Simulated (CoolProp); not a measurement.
Computed with CoolProp (reference Helmholtz-energy equation of state, Thol 2014).

Give the vapour pressure (MPa), liquid density (kg/m³), enthalpy of vaporisation (kJ/kg), vapour Z of saturated chloromethane (R40) at 374.8 K.


| T (K) | p (MPa) | liquid density (kg/m³) | enthalpy of vaporisation (kJ/kg) | vapour Z |
|---|---|---|---|---|
| 374.8 | 3.34 | 718 | 248 | 0.661 |
